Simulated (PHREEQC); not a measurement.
## Sulfide liquor (model solution)

A solution holds 0.0075 mol NH4HS and 0.099 mol (CH3)4NCl per kg of water, at 25 °C. Closed to the air; pH follows from the charge balance.

All values are PHREEQC results (ion-association model, wateq4f.dat), not measurements.

No solid was allowed to form.

### Question
Estimate the pH.

### Answer
pH 8.08.

### Question
In which forms is S present?

### Answer
HS- 95 %, H2S 5.1 % of the S.

(CH3)4N+ isn't in the database: it is added as a free cation with an ion size of 4 Å. The polysulfide entries of wateq4f.dat were taken out for this run.
